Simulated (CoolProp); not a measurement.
Vapour-liquid equilibrium of R22 (1) + R134a (2) at 260.4 K; x and y are mole fractions of (1).

Values from CoolProp's multi-fluid Helmholtz-energy mixture model, Kamei 1995 and Tillner-Roth 1994; pair parameters Bell 2016.

**Question.** Give the bubble pressure and the first vapour's composition at x = 0.425, 0.575, 0.65. Is there an azeotrope?

**Answer.** x = 0.425: 249.0 kPa, y = 0.563; x = 0.575: 269.4 kPa, y = 0.693; x = 0.65: 279.2 kPa, y = 0.752. No azeotrope shows between x = 0.05 and 0.95.

The pair parameters rest on a limited set of measurements; away from them the model extrapolates.
